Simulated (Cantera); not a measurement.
Charge: 1 mol SiCl4, 0.2 mol O3, 110 mol N2, held at 100 Torr.

Method: chemical equilibrium by Gibbs-energy minimisation in Cantera with the NASA 1993 tables (ideal gas, pure condensed phases). Candidate condensed phases: Si, SiO2, Si2N2O, Si3N4; 23 gas species. The tables hold silica as quartz up to 1696 K and as liquid above; real silica turns to tridymite and cristobalite and melts near 1996 K. Kinetics and transport are ignored.

**Question.** At 1148 K, list the 4 most abundant gas species with their mole fractions, and the condensed phases.

**Answer.** N2 0.988, SiCl4 0.00629, Cl2 0.00513, Cl 0.000526. Condensed: SiO2(β-quartz).
